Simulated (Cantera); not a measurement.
Source: NASA polynomial tables (part measured, part estimated), evaluated in Cantera. Values are per mole of reaction as written; species without (g) are pure solids or liquids, kept so even where they would boil at 1 bar.

a) 2 Cu + Cl₂(g) = 0.6667 Cu₃Cl₃(g)
b) 0.5 C + Cl₂(g) = 0.5 CCl₄(g)
c) 0.6667 B + Cl₂(g) = 0.6667 BCl₃(g)
d) Pb + Cl₂(g) = PbCl₂(g)
e) 0.6667 Fe + Cl₂(g) = 0.6667 FeCl₃(g)
f) 0.6667 Ti + Cl₂(g) = 0.6667 TiCl₃(g)
g) 0.5 Si + Cl₂(g) = 0.5 SiCl₄(g)

**Question.** Order these by ΔG° at 1250 K, most negative first.

**Answer.** f (-318 kJ), g (-249 kJ), c (-226 kJ), d (-199 kJ), a (-167 kJ), e (-151 kJ), b (37 kJ)
